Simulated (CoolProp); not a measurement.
Properties of n-heptane along the isotherm 600 K (Tc = 541.2 K, pc = 2.774 MPa, ω = 0.349).

Values from CoolProp's reference Helmholtz-energy equation of state, Span 2003. It is a short technical equation, of lower accuracy than the large ones.

```
p (MPa)          phase       Z  speed of sound (m/s)
-------  -------------  ------  --------------------
0.0877             gas  0.9924                 224.8
0.18               gas  0.9843                 223.1
0.37               gas  0.9673                 219.6
0.76               gas  0.9314                 211.9
1.56               gas  0.8522                 194.9
3.2      supercritical  0.6620                 155.6
6.58     supercritical  0.4226                 192.5
13.5     supercritical  0.6464                 384.6
27.7     supercritical   1.140                 596.2
```
